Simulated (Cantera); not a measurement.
Input (Python, Cantera) and output of one run.

```python
import numpy as np
import cantera as ct

gas_names = """
    H HO2 H2 H2O H2O2 O OH O2 O3 Pb PbO Pb2
""".split()
cond_names = """
    H2O(s) H2O(L) Pb(cr) Pb(L) PbO(rd) PbO(yw) PbO(L) PbO2(s) Pb3O4(s)
""".split()


# ... load() reads the species with a 1 bar reference pressure and builds the phases ...
atoms = {
    'PbO': {'Pb': 1, 'O': 1},
    'H2': {'H': 2},
    'H2O': {'H': 2, 'O': 1},
}
top_T = {'Pb3O4(s)': 820}  # K; cautious upper limits of use, not melting points


# ... equilibrate(T, P, feed) seeds the gas with the atoms and calls Mixture.equilibrate('TP', solver="vcs", rtol=1e-11, max_steps=5000) ...
results = []
feed = {'PbO': 1, 'H2': 260, 'H2O': 0.56}  # mol
P = 63000  # Pa
for T in [998, 1098, 1198, 1298, 1398, 1498, 1598, 1698, 1798, 1898, 1998]:
    mix = equilibrate(T, P, feed)
    results.append((T, P, feed, dict(zip(mix.species_names, mix.species_moles))))

top = {s: max(r[3][s] / sum(r[3][g] for g in gas_names) for r in results) for s in gas_names}
cols = sorted((s for s in top if top[s] > 0.001), key=lambda s: -top[s])[:7]
seen = [c for c in cond_names if any(r[3].get(c, 0) > 1e-12 for r in results)]
print("log10 of partial pressures in bar; condensed amounts in mol")
print(f"{'T/K':>10s}" + "".join(f"{s[:9]:>10s}" for s in cols + seen))
for T, P, feed, n in results:
    ng = sum(n[g] for g in gas_names)
    print(f"{T:10.4g}" + "".join(f"{np.log10(max(n[s] / ng * P / 1e5, 1e-99)):10.3f}" for s in cols)
          + "".join(f"{n.get(c, 0):10.4g}" for c in seen))
```

It prints:

```
log10 of partial pressures in bar; condensed amounts in mol
       T/K        H2       H2O        Pb         H     Pb(L)
       998    -0.203    -2.423    -4.810    -8.769    0.9936
      1098    -0.203    -2.424    -3.933    -7.708    0.9517
      1198    -0.204    -2.424    -3.205    -6.823    0.7417
      1298    -0.205    -2.425    -2.618    -6.072         0
      1398    -0.205    -2.425    -2.618    -5.427         0
      1498    -0.205    -2.425    -2.618    -4.867         0
      1598    -0.205    -2.425    -2.618    -4.376         0
      1698    -0.205    -2.425    -2.618    -3.942         0
      1798    -0.205    -2.425    -2.618    -3.556         0
      1898    -0.205    -2.425    -2.618    -3.210         0
      1998    -0.206    -2.426    -2.619    -2.898         0
```

Cantera equilibrium calculation (NASA polynomials, part measured and part estimated; ideal gas, pure solids and liquids).
